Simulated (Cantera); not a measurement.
A Cantera script and its output.

```python
import numpy as np
import cantera as ct

gas = ct.Solution("gri30.yaml")
gas.TPX = 2025, 1700000, {'CH4': 1, 'H2O': 1}
reactor = ct.IdealGasConstPressureReactor(gas, energy="off", clone=False)
net = ct.ReactorNet([reactor])
net.rtol, net.atol = 1e-08, 1e-18
show = ['CH4', 'H2O', 'OH', 'C2H4', 'CH2O', 'H2', 'CO']
times = np.geomspace(0.0009, 8, 14)

steps = ct.SolutionArray(gas, extra=["t"])
rows = []
print(f"{'t/s':>10s}{'T/K':>9s}{'P/Pa':>11s}" + "".join(f"{s:>11s}" for s in show))
for t in times:
    while net.time < t:
        t_next = net.step()
        steps.append(gas.state, t=t_next)
    rows.append([np.interp(t, steps.t, y) for y in (steps.T, steps.P, *steps(*show).X.T)])
    print(f"{t:10.3e}{rows[-1][0]:9.1f}{rows[-1][1]:11.4g}" + "".join(f"{x:11.3e}" for x in rows[-1][2:]))
rate = np.gradient(steps.T, steps.t)
print("integrator steps:", len(steps.t))
if steps.T.max() > steps.T[0] + 200:
    print(f"time of steepest temperature rise: {steps.t[rate.argmax()]:.4e} s")
gas.TPX = 2025, 1700000, {'CH4': 1, 'H2O': 1}
gas.equilibrate("TP")
print(f"equilibrium (TP): T = {gas.T:.1f} K  " + "  ".join(f"{s} {gas[s].X[0]:.3e}" for s in show))
```

It prints:

```
       t/s      T/K       P/Pa        CH4        H2O         OH       C2H4       CH2O         H2         CO
 9.000e-04   2025.0    1.7e+06  3.864e-02  2.391e-01  1.608e-05  5.360e-03  4.469e-06  5.413e-01  7.061e-02
 1.811e-03   2025.0    1.7e+06  3.479e-02  1.881e-01  1.215e-05  4.440e-03  3.017e-06  5.829e-01  1.060e-01
 3.646e-03   2025.0    1.7e+06  3.005e-02  1.361e-01  8.461e-06  3.318e-03  2.040e-06  6.257e-01  1.444e-01
 7.337e-03   2025.0    1.7e+06  2.459e-02  9.088e-02  5.476e-06  2.215e-03  1.515e-06  6.636e-01  1.793e-01
 1.477e-02   2025.0    1.7e+06  1.904e-02  5.654e-02  3.331e-06  1.320e-03  1.297e-06  6.934e-01  2.063e-01
 2.972e-02   2025.0    1.7e+06  1.399e-02  3.326e-02  1.930e-06  7.081e-04  1.235e-06  7.145e-01  2.248e-01
 5.981e-02   2025.0    1.7e+06  9.782e-03  1.879e-02  1.080e-06  3.442e-04  1.236e-06  7.284e-01  2.361e-01
 1.204e-01   2025.0    1.7e+06  6.531e-03  1.035e-02  5.917e-07  1.527e-04  1.252e-06  7.371e-01  2.426e-01
 2.423e-01   2025.0    1.7e+06  4.180e-03  5.642e-03  3.214e-07  6.231e-05  1.267e-06  7.423e-01  2.461e-01
 4.876e-01   2025.0    1.7e+06  2.602e-03  3.108e-03  1.767e-07  2.408e-05  1.277e-06  7.454e-01  2.479e-01
 9.813e-01   2025.0    1.7e+06  1.651e-03  1.819e-03  1.033e-07  9.676e-06  1.283e-06  7.471e-01  2.488e-01
 1.975e+00   2025.0    1.7e+06  1.190e-03  1.258e-03  7.141e-08  5.022e-06  1.286e-06  7.478e-01  2.491e-01
 3.975e+00   2025.0    1.7e+06  1.058e-03  1.106e-03  6.276e-08  3.975e-06  1.287e-06  7.480e-01  2.492e-01
 8.000e+00   2025.0    1.7e+06  1.047e-03  1.093e-03  6.205e-08  3.894e-06  1.287e-06  7.480e-01  2.493e-01
integrator steps: 2214
equilibrium (TP): T = 2025.0 K  CH4 1.093e-03  H2O 1.145e-03  OH 6.500e-08  C2H4 4.236e-06  CH2O 1.287e-06  H2 7.480e-01  CO 2.492e-01
```

Computed with Cantera and GRI-Mech 3.0 (53 species, 325 reactions). The pressure lies above the range GRI-Mech 3.0 was tuned for (to about 10 atm).
